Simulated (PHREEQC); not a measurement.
Make-up at 25 °C: 0.21 mol HBr, 0.24 mol CaCl2 and 0.00013 mol KCl per kg of water. Closed to the air; pH follows from the charge balance.

The numbers come from PHREEQC with the ion-association model, phreeqc.dat.

This is a speciation only: nothing precipitates in the calculation.

Question: Predict the pH, activity of water, density.

Answer: pH 0.81; activity of water 0.981; density 1.030 g/cm³.

Caution: at this ionic strength the ion-association model is outside its range; a Pitzer model would be the better tool where its parameters exist. Species that the database lacks are ignored.
